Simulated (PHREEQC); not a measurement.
**Sulfide liquor: speciation**

Solution (75 °C): 0.00045 mol/kgw H2S, 6.5e-05 mol/kgw NaCl and 0.00081 mol/kgw ZnCl2. Closed to the air; pH follows from the charge balance.

Computed with PHREEQC (ion-association model, wateq4f.dat).

Each row changes one thing in this solution. This is a speciation only: nothing precipitates in the calculation.

| case | pH | ionic strength (mol/kgw) | Zn+2 (mol/kgw) | Zn(HS)2 (mol/kgw) | H2S (mol/kgw) | ZnCl+ (mol/kgw) | SI of ZnS(a) (ZnS) | SI of Zincite(c) (ZnO) |
|---|---|---|---|---|---|---|---|---|
| as made | 3.40 | 0.00226 | 0.000587 | 0.000209 | 3.22e-5 | 1.39e-5 | +1.09 | -5.36 |
| NaCl left out | 3.40 | 0.00219 | 0.000588 | 0.000209 | 3.21e-5 | 1.34e-5 | +1.09 | -5.36 |
| diluted 100-fold with water | 5.37 | 2.29e-5 | 5.97e-6 | 2.08e-6 | 3.09e-7 | 1.75e-9 | (withheld) | (withheld) |
| 0.00023 mol/kgw Na2SiF6 added | 3.35 | 0.00277 | 0.000584 | 0.000207 | 3.66e-5 | 1.36e-5 | +1.03 | -5.48 |

Problem. Some entries are withheld; supply them.

Solution. 
- diluted 100-fold with water, SI of ZnS(a) (ZnS): +1.11
- diluted 100-fold with water, SI of Zincite(c) (ZnO): -3.33

Species that the database lacks are ignored. Some of these states are supersaturated (in ZnS(a), Sphalerite (slow to form), for instance). Constants without temperature data keep their 25 °C values here. SiF6-2 is the database's only silicon fluoride. The polysulfide entries of wateq4f.dat were taken out for this run.
